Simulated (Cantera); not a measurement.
A perfectly stirred reactor is fed with H₂ : O₂ : N₂ = 1 : 1 : 3.76 (molar parts), equivalence ratio 0.50, at 0.632 atm; it is adiabatic with a 725 K inlet, and is followed from long to short residence time, starting on the burning branch (τ in s: 0.12, 0.06, 0.029, 0.014, 0.0071, 0.0035, 0.0017, 0.00084, 0.00041, 0.0002, 0.0001, 4.9e-05).

Cantera simulation using GRI-Mech 3.0 (53 species, 325 reactions); the numbers are that mechanism's predictions, not measurements.

Problem. Predict: blow-out, bracketed by the residence times tried; x(H₂) at τ = 0.120 s; x(O₂) at τ = 0.120 s; x(H) at τ = 0.120 s; x(H₂O₂) at τ = 0.120 s; x(NO) at τ = 0.120 s; x(H₂) at τ = 1.70 ms; x(O₂) at τ = 1.70 ms; x(H) at τ = 1.70 ms; x(H₂O₂) at τ = 1.70 ms; x(NO) at τ = 1.70 ms.

Solution. 
| Quantity | Value |
|---|---|
| blow-out, bracketed by the residence times tried | burning at 49.0 µs, the shortest tried |
| x(H₂) at τ = 0.120 s | 0.000397 |
| x(O₂) at τ = 0.120 s | 0.0940 |
| x(H) at τ = 0.120 s | 6.91e-5 |
| x(H₂O₂) at τ = 0.120 s | 9.22e-8 |
| x(NO) at τ = 0.120 s | 0.000184 |
| x(H₂) at τ = 1.70 ms | 0.00463 |
| x(O₂) at τ = 1.70 ms | 0.0923 |
| x(H) at τ = 1.70 ms | 0.00301 |
| x(H₂O₂) at τ = 1.70 ms | 3.37e-7 |
| x(NO) at τ = 1.70 ms | 2.81e-5 |
